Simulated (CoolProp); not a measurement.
Vapour-liquid equilibrium of benzene (1) + toluene (2) at 0.0049 MPa; x and y are mole fractions of (1).

Computed with CoolProp (multi-fluid Helmholtz-energy mixture model, Thol 2012 and Lemmon 2006; pair parameters Bell 2016).

| x | bubble temperature (°C) | y at the bubble point | dew temperature at overall composition x (°C) | liquid density (mol/L) |
|---|---|---|---|---|
| 0.05 | 27.9 | 0.145 | 29.3 | 9.406 |
| 0.125 | 25.0 | 0.320 | 28.2 | 9.556 |
| 0.2 | 22.5 | 0.456 | 27.0 | 9.707 |
| 0.275 | 20.2 | 0.563 | 25.8 | 9.858 |
| 0.35 | 18.1 | 0.650 | 24.5 | 10.01 |
| 0.425 | 16.3 | 0.721 | 23.1 | 10.17 |
| 0.5 | 14.5 | 0.780 | 21.6 | 10.32 |
| 0.575 | 13.0 | 0.829 | 19.9 | 10.48 |
| 0.65 | 11.5 | 0.870 | 18.1 | 10.64 |
| 0.725 | 10.2 | 0.906 | 16.1 | 10.81 |
| 0.8 | 8.9 | 0.936 | 13.9 | 10.98 |
| 0.875 | 7.8 | 0.963 | 11.3 | 11.15 |
| 0.95 | 6.7 | 0.986 | 8.3 | 11.32 |

No azeotrope shows between x = 0.05 and 0.95.

The pair parameters rest on a limited set of measurements; away from them the model extrapolates.
